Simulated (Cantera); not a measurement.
Charge: 1 mol Ta₂O₅, 0.88 mol CH₄, 0.18 mol H₂, at 1.30 mbar.

Cantera equilibrium calculation (NASA polynomials, part measured and part estimated; ideal gas, pure solids and liquids). Candidate condensed phases: C, C₆H₆, C₇H₈, C₈H₁₈, H₂O, Ta, TaC, Ta₂O₅; 113 gas species. TaC: taken at fixed stoichiometry. Condensed phases not in the tables: Ta₂C. Kinetics and transport are ignored. All values below are at 675 °C.

Base state: H₂ 0.930, CO 0.0698, CH₄ 0.000193, H₂O 8.17e-5, CO₂ 1.11e-5 (mole fractions); condensed: C(graphite) + TaC(s) + Ta₂O₅(s).

Question: What changes in the equilibrium state with this change: pressure from 1.30 mbar to 0.810 bar?

Answer: 
| species | before | after |
|---|---|---|
| H₂ | 0.930 | 0.890 |
| CH₄ | 0.000193 | 0.110 |
| CO | 0.0698 | 0.000112 |
| CO₂ | 1.11e-5 | 1.78e-8 |
| H₂O | 8.17e-5 | 7.82e-5 |
| C(graphite), mol | 0.676 | 0.687 |
| TaC(s), mol | 0.0583 | 0.000133 |
| Ta₂O₅(s), mol | 0.971 | 1.000 |

Question: What changes in the equilibrium state with this change: pressure from 1.30 mbar to 26.0 Pa?

Answer: 
| species | before | after |
|---|---|---|
| H₂ | 0.930 | 0.755 |
| CO | 0.0698 | 0.245 |
| H₂O | 8.17e-5 | 6.00e-5 |
| CH₄ | 0.000193 | 1.97e-5 |
| CO₂ | 1.11e-5 | 3.51e-5 |
| C(graphite), mol | 0.676 | 0 |
| TaC(s), mol | 0.0583 | 0.251 |
| Ta₂O₅(s), mol | 0.971 | 0.874 |
